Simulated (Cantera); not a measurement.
Standard-state values (1 bar) from the NASA 1993 polynomials, evaluated with Cantera. Values are per mole of reaction as written; species without (g) are pure solids or liquids, kept so even where they would boil at 1 bar.

Q: Between 2375 and 2500 K, where is each reaction favourable under standard conditions?
- V₂O₃ + OH(g) → 2 VO₂(g) + H(g)

A: 
- V₂O₃ + OH(g) → 2 VO₂(g) + H(g): ΔG° is 172 kJ at 2375 K and 144 kJ at 2500 K; it stays positive (K < 1). ΔH° is 707 kJ and ΔS° 225 J/K at 2500 K.
